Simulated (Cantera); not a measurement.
A Cantera script and its output.

```python
import numpy as np
import cantera as ct

gas = ct.Solution("h2o2.yaml")
gas.TPX = 523, 74000, {'H2': 1, 'O2': 1.19, 'N2': 7.14}
inlet = ct.Reservoir(gas, clone=True)
gas.equilibrate("HP")  # start burning
reactor = ct.IdealGasConstPressureReactor(gas, energy="on", clone=False)
exhaust = ct.Reservoir(gas, clone=True)
tau = [0.23, 0.071, 0.022, 0.0069, 0.0021, 0.00066, 0.00021, 6.4e-05, 2e-05, 6.2e-06][0]
for a, b in ((inlet, reactor), (reactor, exhaust)):
    ct.MassFlowController(a, b, mdot=lambda t: reactor.mass / tau)
net = ct.ReactorNet([reactor])
show = ['H2', 'O2', 'OH', 'H2O2', 'H2O', 'HO2', 'O']

rows = []
print(f"{'tau/s':>10s}{'T/K':>9s}" + "".join(f"{s:>11s}" for s in show))
for tau in [0.23, 0.071, 0.022, 0.0069, 0.0021, 0.00066, 0.00021, 6.4e-05, 2e-05, 6.2e-06]:
    net.initial_time = 0.0
    net.advance(30 * tau)
    before = gas.X
    net.advance(40 * tau)
    drift = np.max(np.abs(gas.X - before) / (gas.X + 1e-9))
    rows.append([gas.T, *gas[show].X, drift])
    print(f"{tau:10.3e}{gas.T:9.1f}" + "".join(f"{x:11.3e}" for x in gas[show].X))
```

It prints:

```
     tau/s      T/K         H2         O2         OH       H2O2        H2O        HO2          O
 2.300e-01   1350.3  1.174e-04  7.808e-02  3.156e-04  2.981e-07  1.129e-01  3.718e-06  5.650e-05
 7.100e-02   1347.9  2.558e-04  7.807e-02  4.624e-04  5.018e-07  1.127e-01  7.054e-06  1.254e-04
 2.200e-02   1343.3  5.525e-04  7.808e-02  6.729e-04  8.207e-07  1.122e-01  1.225e-05  2.739e-04
 6.900e-03   1333.6  1.176e-03  7.815e-02  9.630e-04  1.310e-06  1.113e-01  1.906e-05  5.757e-04
 2.100e-03   1312.7  2.566e-03  7.847e-02  1.341e-03  2.100e-06  1.093e-01  2.700e-05  1.154e-03
 6.600e-04   1268.9  5.764e-03  7.966e-02  1.694e-03  3.333e-06  1.049e-01  3.563e-05  1.976e-03
 2.100e-04   1163.7  1.691e-02  8.513e-02  1.603e-03  4.999e-06  9.177e-02  4.969e-05  2.215e-03
 6.400e-05    523.0  1.072e-01  1.275e-01  3.118e-23  2.113e-18  4.090e-15  2.170e-17  1.507e-21
 2.000e-05    523.0  1.072e-01  1.275e-01  1.239e-24  8.103e-20  1.569e-16  8.354e-19  5.742e-23
 6.200e-06    523.0  1.072e-01  1.275e-01  3.196e-26  1.098e-22  2.126e-19  2.081e-21  1.357e-25
```

Computed with Cantera and the H2/O2 subset of GRI-Mech 3.0, which has no nitrogen chemistry.
